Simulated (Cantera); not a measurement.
Input: 1 mol H2O, 3.1 mol H2, at 1650 Torr.

Method: chemical equilibrium by Gibbs-energy minimisation in Cantera with the NASA 1993 tables (ideal gas, pure condensed phases). Candidate condensed phases: H2O; 9 gas species. Rates play no part. All values below are at 1927 °C.

Base state: H2 0.753, H2O 0.243, H 0.00330, OH 0.000149 (mole fractions); condensed: gas only.

### Question
What changes in the equilibrium state with this change: pressure from 1650 Torr to 75.0 Torr?

### Answer
```json
[
 {"species": "H2", "before": "0.753", "after": "0.743"},
 {"species": "H2O", "before": "0.243", "after": "0.241"},
 {"species": "H", "before": "0.00330", "after": "0.0153"},
 {"species": "O", "before": "4.53e-7", "after": "1.00e-5"},
 {"species": "OH", "before": "0.000149", "after": "0.000696"}
]
```
